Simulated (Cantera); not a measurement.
Hydrocarbon pyrolysis for carbon deposition

An isothermal, constant-pressure homogeneous reactor starts with CH₄ : N₂ = 1 : 1.1 (molar parts), at 1550 K and 10.00 Torr.

Computed with Cantera and GRI-Mech 3.0 (53 species, 325 reactions). GRI-Mech 3.0 stops at C3 and has no aromatics, soot or wall deposition, so with more carbon than oxygen in the feed, carbon stays in small species such as C2H2 where larger ones or solid carbon would form. Radical loss at walls, strong at low pressure, is not modelled.

```tsv
t (s)	x CH₄	x CH₃	x C₂H₄	x C₂H	x H	x HCN	x C₂H₂
0.000200	0.476	4.00e-6	2.61e-11	<1e-12	7.18e-8	<1e-12	<1e-12
0.000659	0.476	1.34e-5	1.47e-9	<1e-12	7.19e-8	<1e-12	<1e-12
0.00217	0.476	4.42e-5	6.17e-8	<1e-12	7.32e-8	<1e-12	8.01e-11
0.00717	0.476	0.000144	2.28e-6	<1e-12	8.66e-8	<1e-12	1.06e-8
0.0236	0.475	0.000449	7.58e-5	1.77e-12	2.25e-7	<1e-12	1.47e-6
0.0779	0.469	0.00120	0.00188	1.71e-10	1.74e-6	8.37e-12	0.000200
0.257	0.403	0.00173	0.0132	8.13e-9	1.66e-5	7.84e-10	0.0126
0.847	0.264	0.00107	0.00528	3.50e-8	4.37e-5	7.60e-9	0.0669
2.79	0.129	0.000569	0.00120	6.46e-8	7.70e-5	3.14e-8	0.116
9.20	0.0401	0.000229	0.000282	1.06e-7	0.000125	9.87e-8	0.147
30.3	0.00810	6.11e-5	0.000182	1.50e-7	0.000177	2.35e-7	0.158
100	0.00199	1.59e-5	0.000179	1.60e-7	0.000190	3.85e-7	0.160
```
x: mole fraction; the columns are a selection and need not sum to one.

Equilibrium at this temperature and pressure: CH₄ 0.000755, CH₃ 6.05e-6, C₂H₄ 0.000126, C₂H 1.13e-7, H 0.000191, HCN 0.0961, C₂H₂ 0.113 (gas phase only).
